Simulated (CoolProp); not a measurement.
A closed Brayton cycle with carbon dioxide: compressor inlet 307.15 K and 9.2 MPa, high pressure 17.5 MPa, turbine inlet 815 K, compressor efficiency 0.8, turbine efficiency 0.85, recuperator effectiveness 0 (on enthalpy, no pinch check). Each further row changes one setting.

Computed with CoolProp (reference Helmholtz-energy equation of state, Span 1996).

```tsv
case	thermal efficiency (%)	net work (kJ/kg)	compressor to turbine work	compressor exit (K)	turbine exit (K)
as stated	9.2	66.6	0.18	323.3	741.6
turbine inlet 765 K	9.3	61.1	0.19	323.3	694.2
compressor inlet 317.15 K	9.2	58.2	0.28	355.5	741.6
high pressure 14.9 MPa	7.1	51.5	0.16	318.8	759.7
recuperator effectiveness 0.5	14.7	66.6	0.18	323.3	741.6
```
